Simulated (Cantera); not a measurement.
What does this Cantera script print?

```python
import numpy as np
import cantera as ct

gas_names = [...]  # 113 gases of nasa_gas.yaml made of C, Cu, H, O
cond_names = """
    C(gr) C6H6(L) C7H8(L) C8H18(L),n-octa Cu(cr) Cu(L) CuO(s) CuO2H2(s) Cu2O(s) Cu2O(L) H2O(s) H2O(L)
""".split()


# ... load() reads the species with a 1 bar reference pressure and builds the phases ...
atoms = {
    'Cu': {'Cu': 1},
    'H2O': {'H': 2, 'O': 1},
    'CO': {'C': 1, 'O': 1},
}
top_T = {'C(gr)': 4500, 'CuO(s)': 1390}  # K; cautious upper limits of use, not melting points


# ... equilibrate(T, P, feed) seeds the gas with the atoms and calls Mixture.equilibrate('TP', solver="vcs", rtol=1e-11, max_steps=5000) ...
results = []
P = 100000  # Pa
for T in [875, 925, 975, 1025, 1075, 1125, 1175, 1225, 1275]:
    for m in [0.018, 0.033, 0.064, 0.12, 0.23, 0.44, 0.84, 1.6, 3]:
        feed = {'Cu': 1, 'H2O': m, 'CO': 8.3}  # mol
        mix = equilibrate(T, P, feed)
        results.append((T, P, feed, dict(zip(mix.species_names, mix.species_moles))))

for T, P, feed, n in results:
    print(f"{T:7g} {feed['H2O']:10.4g}  " + (" + ".join(c for c in cond_names if n.get(c, 0) > 1e-12) or "gas only"))
```

Output:

```
    875      0.018  C(gr) + Cu(cr)
    875      0.033  C(gr) + Cu(cr)
    875      0.064  C(gr) + Cu(cr)
    875       0.12  C(gr) + Cu(cr)
    875       0.23  C(gr) + Cu(cr)
    875       0.44  C(gr) + Cu(cr)
    875       0.84  C(gr) + Cu(cr)
    875        1.6  C(gr) + Cu(cr)
    875          3  C(gr) + Cu(cr)
    925      0.018  C(gr) + Cu(cr)
    925      0.033  C(gr) + Cu(cr)
    925      0.064  C(gr) + Cu(cr)
    925       0.12  C(gr) + Cu(cr)
    925       0.23  C(gr) + Cu(cr)
    925       0.44  C(gr) + Cu(cr)
    925       0.84  C(gr) + Cu(cr)
    925        1.6  C(gr) + Cu(cr)
    925          3  C(gr) + Cu(cr)
    975      0.018  C(gr) + Cu(cr)
    975      0.033  C(gr) + Cu(cr)
    975      0.064  C(gr) + Cu(cr)
    975       0.12  C(gr) + Cu(cr)
    975       0.23  C(gr) + Cu(cr)
    975       0.44  C(gr) + Cu(cr)
    975       0.84  C(gr) + Cu(cr)
    975        1.6  C(gr) + Cu(cr)
    975          3  C(gr) + Cu(cr)
   1025      0.018  C(gr) + Cu(cr)
   1025      0.033  C(gr) + Cu(cr)
   1025      0.064  C(gr) + Cu(cr)
   1025       0.12  C(gr) + Cu(cr)
   1025       0.23  C(gr) + Cu(cr)
   1025       0.44  C(gr) + Cu(cr)
   1025       0.84  C(gr) + Cu(cr)
   1025        1.6  C(gr) + Cu(cr)
   1025          3  Cu(cr)
   1075      0.018  C(gr) + Cu(cr)
   1075      0.033  C(gr) + Cu(cr)
   1075      0.064  C(gr) + Cu(cr)
   1075       0.12  C(gr) + Cu(cr)
   1075       0.23  C(gr) + Cu(cr)
   1075       0.44  C(gr) + Cu(cr)
   1075       0.84  C(gr) + Cu(cr)
   1075        1.6  Cu(cr)
   1075          3  Cu(cr)
   1125      0.018  C(gr) + Cu(cr)
   1125      0.033  C(gr) + Cu(cr)
   1125      0.064  C(gr) + Cu(cr)
   1125       0.12  C(gr) + Cu(cr)
   1125       0.23  C(gr) + Cu(cr)
   1125       0.44  Cu(cr)
   1125       0.84  Cu(cr)
   1125        1.6  Cu(cr)
   1125          3  Cu(cr)
   1175      0.018  C(gr) + Cu(cr)
   1175      0.033  C(gr) + Cu(cr)
   1175      0.064  C(gr) + Cu(cr)
   1175       0.12  C(gr) + Cu(cr)
   1175       0.23  Cu(cr)
   1175       0.44  Cu(cr)
   1175       0.84  Cu(cr)
   1175        1.6  Cu(cr)
   1175          3  Cu(cr)
   1225      0.018  C(gr) + Cu(cr)
   1225      0.033  C(gr) + Cu(cr)
   1225      0.064  C(gr) + Cu(cr)
   1225       0.12  Cu(cr)
   1225       0.23  Cu(cr)
   1225       0.44  Cu(cr)
   1225       0.84  Cu(cr)
   1225        1.6  Cu(cr)
   1225          3  Cu(cr)
   1275      0.018  C(gr) + Cu(cr)
   1275      0.033  C(gr) + Cu(cr)
   1275      0.064  Cu(cr)
   1275       0.12  Cu(cr)
   1275       0.23  Cu(cr)
   1275       0.44  Cu(cr)
   1275       0.84  Cu(cr)
   1275        1.6  Cu(cr)
   1275          3  Cu(cr)
```

Equilibrium computed with Cantera from the NASA thermochemical tables; the gas is ideal and each condensed phase is pure.
